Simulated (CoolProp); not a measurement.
R1132(E) along the isobar 65 bar: density (kg/m³) from the reference equation and from simpler models built on Tc = 75.7 °C, pc = 51.74 bar, ω = 0.245; each cubic takes its own stable root.

Values from CoolProp's reference Helmholtz-energy equation of state, Akasaka 2024.

| T (°C) | phase | reference | van der Waals | Soave-Redlich-Kwong |
|---|---|---|---|---|
| 61.35 | liquid | 789.3 | 507.7 | 661.4 |
| 66.35 | liquid | 757.7 | 492.2 | 627.0 |
| 71.45 | liquid | 719.7 | 474.5 | 586.6 |
| 76.45 | supercritical | 672.4 | 454.8 | 539.0 |
| 81.55 | supercritical | 601.4 | 431.2 | 476.3 |
| 86.55 | supercritical | 470.3 | 402.7 | 391.0 |
| 91.55 | supercritical | 341.8 | 365.7 | 308.9 |
| 96.65 | supercritical | 282.0 | 317.6 | 264.0 |
| 101.65 | supercritical | 250.3 | 275.8 | 237.9 |
| 106.65 | supercritical | 229.4 | 248.3 | 219.7 |
| 111.75 | supercritical | 213.6 | 229.0 | 205.7 |
| 116.75 | supercritical | 201.4 | 214.9 | 194.7 |
| 121.85 | supercritical | 191.3 | 203.5 | 185.3 |
| 126.85 | supercritical | 182.8 | 194.2 | 177.5 |
